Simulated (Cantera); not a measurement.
Charge: 1 mol AlCl3, 2.4 mol N2O, a varied amount of H2, 2.1 mol HCl, at 1325 K and 7.50 Torr.

Method: chemical equilibrium by Gibbs-energy minimisation in Cantera with the NASA 1993 tables (ideal gas, pure condensed phases). Candidate condensed phases: Al, AlCl3, AlN, Al2O3, H2O, NH4Cl; 45 gas species. Equilibrium is a limit: real reactors are often held back by kinetics, nucleation or transport.

Task: At 110 mol H2, list the 5 most abundant gas species with their mole fractions, and the condensed phases.

Result: H2 0.928, HCl 0.0440, N2 0.0207, H2O 0.00776, H 1.58e-5. Condensed: Al2O3(s).
